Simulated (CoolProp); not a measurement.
Computed with CoolProp (reference Helmholtz-energy equation of state, Guder 2009).

Question: Give the vapour pressure (MPa), liquid density (kg/m³), enthalpy of vaporisation (kJ/kg), liquid cp (kJ/(kg K)) of saturated sulfur hexafluoride at 237, 240.5, 254.5 K.

Answer: 
| T (K) | p (MPa) | liquid density (kg/m³) | enthalpy of vaporisation (kJ/kg) | liquid cp (kJ/(kg K)) |
|---|---|---|---|---|
| 237 | 0.394 | 1780 | 105 | 0.880 |
| 240.5 | 0.448 | 1760 | 103 | 0.892 |
| 254.5 | 0.720 | 1680 | 95.8 | 0.944 |
